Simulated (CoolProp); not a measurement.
R227EA along the isobar 4.13 MPa: density (kg/m³) from the reference equation and from simpler models built on Tc = 374.9 K, pc = 2.925 MPa, ω = 0.358; each cubic takes its own stable root.

Values from CoolProp's reference Helmholtz-energy equation of state, Lemmon 2016.

| T (K) | phase | reference |
|---|---|---|
| 296.7 | liquid | 1420 |
| 306.1 | liquid | 1384 |
| 315.5 | liquid | 1345 |
| 325 | liquid | 1303 |
| 334.4 | liquid | 1258 |
| 343.8 | liquid | 1209 |
| 353.3 | liquid | 1152 |
| 362.7 | liquid | 1087 |
| 372.1 | liquid | 1005 |
| 381.6 | supercritical | 888.6 |
| 391 | supercritical | 684.0 |
| 400.5 | supercritical | 469.1 |
| 409.9 | supercritical | 379.7 |

Task: How far does each simpler model (Redlich-Kwong, Soave-Redlich-Kwong, Peng-Robinson) lie from the reference over these 13 states: mean and median of the absolute difference, and the worst?

Result: 
- Redlich-Kwong: mean 13.4 %, median 14.3 %, worst -17.0 % at 372.1 K and 4.13 MPa
- Soave-Redlich-Kwong: mean 11.5 %, median 10.7 %, worst -18.3 % at 381.6 K and 4.13 MPa
- Peng-Robinson: mean 3.8 %, median 2.6 %, worst -10.3 % at 381.6 K and 4.13 MPa
